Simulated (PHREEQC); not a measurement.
## Reverse-osmosis permeate (model solution)

Synthetic water in mmol/kgw, 25 °C, pH 6.35, pe 0.3: Na 0.0792; K 0.0453; Ca 0.115; Mg 0.0167; Cl 0.0295; S(6) 0.106; Alkalinity (meq/kgw) 0.149; N(-3) 0.000295.

Valence states are taken as typed.

Model: ion-association model, phreeqc.dat, run in PHREEQC.

No solid was allowed to form.

What charge-balance error does the model give?

charge-balance error -0.3 %.

In which forms is Ca present?

Ca+2 98 %, CaSO4 1.5 % of the Ca.
